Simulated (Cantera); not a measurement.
Feed: 1 mol SiH2Cl2, 12 mol O2, 2.2 mol H2O, at 1873 K and 1.00 bar.

These are equilibrium values from Cantera (NASA tables, ideal gas, pure condensed phases), not measurements of a reactor. The tables hold silica as quartz up to 1696 K and as liquid above; real silica turns to tridymite and cristobalite and melts near 1996 K. Gases not in the tables: Si(OH)4. The numbers say what is thermodynamically allowed, not how fast it happens.

| species | before | after |
|---|---|---|
| O2 | 0.717 | 0.721 |
| HCl | 0.116 | 0.187 |
| H2O | 0.151 | 0.0411 |
| Cl | 0.0132 | 0.0408 |
| Cl2 | 0.000900 | 0.00861 |
| H2 | 1.85e-5 | 5.01e-6 |
| ClO | 0.000186 | 0.000578 |
| OH | 0.00176 | 0.000920 |
| HOCl | 4.02e-5 | 6.50e-5 |
| O | 0.000200 | 0.000201 |
| SiO2(condensed), mol | 1.00 | 1.00 |
Gas species are given as mole fractions.

**Question.** Which change was made?
(A) SiH2Cl2 replaced by SiCl4
(B) H2O from 2.2 to 16 mol
(C) pressure from 1.00 bar to 0.0510 bar
(D) temperature from 1873 K to 2100 K

**Answer.** A, SiH2Cl2 replaced by SiCl4
